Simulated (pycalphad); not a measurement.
All values are pycalphad results on the COST 507 light-alloy database (1999) (1 atm), not direct measurements. The data set is of 1999 and partly superseded.

Task: How does the equilibrium phase assembly of Al-2.59Si (at.%) change on cooling from 1577 °C to 227 °C?

Result: 
```
T (°C)  phases above        phases below
------  ------------  ------------------
644.2         liquid        fcc + liquid
577.0   fcc + liquid  diamond (Si) + fcc
```
Changes were sought between steps of 50 K, so a narrower field can be missed.
